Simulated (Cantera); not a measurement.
Cantera run, input and output.

```python
import numpy as np
import cantera as ct

gas = ct.Solution("gri30.yaml")
gas.TPX = 1100, 500000, {'H2': 1, 'O2': 1.28, 'N2': 4.82, 'NO': 0.02}
reactor = ct.IdealGasConstPressureReactor(gas, energy="on", clone=False)
net = ct.ReactorNet([reactor])
net.rtol, net.atol = 1e-08, 1e-16
show = ['H2', 'O2', 'NO', 'HO2', 'H2O', 'H2O2', 'OH']
times = np.geomspace(7e-06, 0.6, 11)

steps = ct.SolutionArray(gas, extra=["t"])
rows = []
print(f"{'t/s':>10s}{'T/K':>9s}{'P/Pa':>11s}" + "".join(f"{s:>11s}" for s in show))
for t in times:
    while net.time < t:
        t_next = net.step()
        steps.append(gas.state, t=t_next)
    rows.append([np.interp(t, steps.t, y) for y in (steps.T, steps.P, *steps(*show).X.T)])
    print(f"{t:10.3e}{rows[-1][0]:9.1f}{rows[-1][1]:11.4g}" + "".join(f"{x:11.3e}" for x in rows[-1][2:]))
rate = np.gradient(steps.T, steps.t)
print("integrator steps:", len(steps.t))
if steps.T.max() > steps.T[0] + 200:
    print(f"time of steepest temperature rise: {steps.t[rate.argmax()]:.4e} s")
gas.TPX = 1100, 500000, {'H2': 1, 'O2': 1.28, 'N2': 4.82, 'NO': 0.02}
gas.equilibrate("HP")
print(f"equilibrium (HP): T = {gas.T:.1f} K  " + "  ".join(f"{s} {gas[s].X[0]:.3e}" for s in show))
```

Result:

```
       t/s      T/K       P/Pa         H2         O2         NO        HO2        H2O       H2O2         OH
 7.000e-06   1100.0      5e+05  1.404e-01  1.798e-01  2.809e-03  5.769e-08  1.165e-07  1.960e-10  4.127e-09
 2.180e-05   1100.3      5e+05  1.404e-01  1.797e-01  2.790e-03  1.825e-05  4.882e-05  1.275e-07  1.417e-06
 6.787e-05   2090.3      5e+05  2.611e-04  1.167e-01  2.985e-03  6.577e-06  1.489e-01  3.538e-07  3.366e-03
 2.114e-04   2097.7      5e+05  1.149e-04  1.171e-01  2.991e-03  4.874e-06  1.497e-01  2.898e-07  2.289e-03
 6.581e-04   2097.7      5e+05  1.149e-04  1.171e-01  2.996e-03  4.873e-06  1.497e-01  2.898e-07  2.289e-03
 2.049e-03   2097.7      5e+05  1.149e-04  1.171e-01  3.011e-03  4.872e-06  1.497e-01  2.897e-07  2.288e-03
 6.382e-03   2097.6      5e+05  1.148e-04  1.171e-01  3.060e-03  4.870e-06  1.497e-01  2.896e-07  2.287e-03
 1.987e-02   2097.2      5e+05  1.146e-04  1.170e-01  3.208e-03  4.861e-06  1.497e-01  2.892e-07  2.283e-03
 6.188e-02   2096.3      5e+05  1.139e-04  1.168e-01  3.636e-03  4.838e-06  1.497e-01  2.881e-07  2.273e-03
 1.927e-01   2093.9      5e+05  1.124e-04  1.163e-01  4.697e-03  4.780e-06  1.497e-01  2.855e-07  2.247e-03
 6.000e-01   2090.4      5e+05  1.101e-04  1.155e-01  6.280e-03  4.695e-06  1.497e-01  2.816e-07  2.208e-03
integrator steps: 1223
time of steepest temperature rise: 3.9697e-05 s
equilibrium (HP): T = 2089.0 K  H2 1.091e-04  O2 1.152e-01  NO 6.908e-03  HO2 4.662e-06  H2O 1.497e-01  H2O2 2.800e-07  OH 2.193e-03
```

Computed with Cantera and GRI-Mech 3.0 (53 species, 325 reactions). The hydrogen kinetics of GRI-Mech 3.0 are dated; newer H2 mechanisms differ, most at raised pressure. The mechanism lacks 2 NO + O2 → 2 NO2 and HONO, so NO2 and the effect of NO are under-described below about 1400 K.
